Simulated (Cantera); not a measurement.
What does this Cantera script print?

```python
import numpy as np
import cantera as ct

gas = ct.Solution("gri30.yaml")
gas.TPX = 1325, 100000, {'CH4': 0.5, 'O2': 3.08, 'N2': 11.6}
reactor = ct.IdealGasReactor(gas, energy="on", clone=False)
net = ct.ReactorNet([reactor])
net.rtol, net.atol = 1e-08, 1e-16
show = ['CH4', 'O2', 'C2H6', 'CH3', 'CO']
times = np.geomspace(5e-06, 4, 10)

steps = ct.SolutionArray(gas, extra=["t"])
rows = []
print(f"{'t/s':>10s}{'T/K':>9s}{'P/Pa':>11s}" + "".join(f"{s:>11s}" for s in show))
for t in times:
    while net.time < t:
        t_next = net.step()
        steps.append(gas.state, t=t_next)
    rows.append([np.interp(t, steps.t, y) for y in (steps.T, steps.P, *steps(*show).X.T)])
    print(f"{t:10.3e}{rows[-1][0]:9.1f}{rows[-1][1]:11.4g}" + "".join(f"{x:11.3e}" for x in rows[-1][2:]))
rate = np.gradient(steps.T, steps.t)
print("integrator steps:", len(steps.t))
if steps.T.max() > steps.T[0] + 200:
    print(f"time of steepest temperature rise: {steps.t[rate.argmax()]:.4e} s")
gas.TPX = 1325, 100000, {'CH4': 0.5, 'O2': 3.08, 'N2': 11.6}
gas.equilibrate("UV")
print(f"equilibrium (UV): T = {gas.T:.1f} K  " + "  ".join(f"{s} {gas[s].X[0]:.3e}" for s in show))
```

It prints:

```
       t/s      T/K       P/Pa        CH4         O2       C2H6        CH3         CO
 5.000e-06   1325.0      1e+05  3.294e-02  2.029e-01  1.145e-14  1.456e-08  8.639e-15
 2.264e-05   1325.0      1e+05  3.294e-02  2.029e-01  1.201e-12  7.011e-08  7.775e-13
 1.025e-04   1325.0      1e+05  3.294e-02  2.029e-01  1.384e-10  3.644e-07  7.771e-11
 4.642e-04   1325.0      1e+05  3.293e-02  2.029e-01  3.269e-08  2.975e-06  1.215e-08
 2.102e-03   1326.2  1.001e+05  3.271e-02  2.028e-01  3.073e-05  4.110e-05  1.054e-05
 9.516e-03   2204.4  1.666e+05  6.817e-22  1.358e-01  8.813e-41  4.638e-21  4.261e-04
 4.309e-02   2200.8  1.663e+05  6.404e-22  1.351e-01  7.865e-41  4.316e-21  4.171e-04
 1.951e-01   2189.6  1.655e+05  5.263e-22  1.331e-01  5.493e-41  3.444e-21  3.904e-04
 8.834e-01   2180.3  1.648e+05  4.452e-22  1.314e-01  4.045e-41  2.841e-21  3.693e-04
 4.000e+00   2180.0  1.648e+05  4.431e-22  1.313e-01  4.010e-41  2.826e-21  3.687e-04
integrator steps: 1853
time of steepest temperature rise: 4.8762e-03 s
equilibrium (UV): T = 2180.0 K  CH4 6.992e-22  O2 1.313e-01  C2H6 7.230e-41  CH3 4.460e-21  CO 3.687e-04
```

Model: GRI-Mech 3.0 (53 species, 325 reactions), integrated in Cantera.
